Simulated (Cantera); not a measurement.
Cantera run, input and output.

```python
import numpy as np
import cantera as ct

surf = ct.Interface("diamond.yaml", "diamond_100")
gas, bulk = surf.adjacent["gas"], surf.adjacent["diamond"]
k = surf.kinetics_species_index(bulk.species_names[0])
cover = ["c6HH", "c6H*", "c6*H", "c6**", "c6HM", "c6B"]

rows, drift = [], 0.0
print(f"{'xCH3':>10s}{'um/h':>11s}" + "".join(f"{s:>11s}" for s in cover))
for v in [1e-06, 2.1e-06, 4.4e-06, 9.3e-06, 1.9e-05, 4.1e-05, 8.6e-05, 0.00018, 0.00038]:
    T, P, xH, xCH3 = 1350, 2100, 0.017, v
    gas.TPX = T, P, {"H": xH, "CH3": xCH3, "CH4": 0.02, "H2": 1 - xH - xCH3 - 0.02}
    surf.TP = bulk.TP = T, P
    surf.coverages = "c6H*:0.1, c6HH:0.9"
    surf.advance_coverages(100.0)
    before = surf.coverages
    surf.advance_coverages(100.0)
    drift = max(drift, np.max(np.abs(surf.coverages - before) / (surf.coverages + 1e-9)))
    rate = surf.net_production_rates[k] * bulk.mean_molecular_weight / bulk.density * 3.6e9
    rows.append([rate, *surf[cover].coverages])
    print(f"{v:10.4g}{rate:11.4e}" + "".join(f"{x:11.3e}" for x in rows[-1][1:]))
```

Output:

```
      xCH3       um/h       c6HH       c6H*       c6*H       c6**       c6HM        c6B
     1e-06 5.0594e-03  3.520e-01  5.464e-02  5.381e-01  5.528e-02  3.952e-07  1.373e-11
   2.1e-06 1.0625e-02  3.520e-01  5.464e-02  5.381e-01  5.528e-02  8.298e-07  2.883e-11
   4.4e-06 2.2261e-02  3.520e-01  5.464e-02  5.381e-01  5.528e-02  1.739e-06  6.041e-11
   9.3e-06 4.7048e-02  3.520e-01  5.464e-02  5.381e-01  5.528e-02  3.675e-06  1.277e-10
   1.9e-05 9.6107e-02  3.520e-01  5.464e-02  5.381e-01  5.527e-02  7.507e-06  2.608e-10
   4.1e-05 2.0733e-01  3.520e-01  5.464e-02  5.381e-01  5.525e-02  1.620e-05  5.626e-10
   8.6e-05 4.3464e-01  3.520e-01  5.463e-02  5.380e-01  5.522e-02  3.396e-05  1.179e-09
   0.00018 9.0864e-01  3.520e-01  5.463e-02  5.379e-01  5.514e-02  7.104e-05  2.466e-09
   0.00038 1.9134e+00  3.519e-01  5.461e-02  5.378e-01  5.499e-02  1.498e-04  5.192e-09
```

Computed with Cantera and the Harris–Goodwin 1993 mechanism for the reconstructed diamond (100) surface.
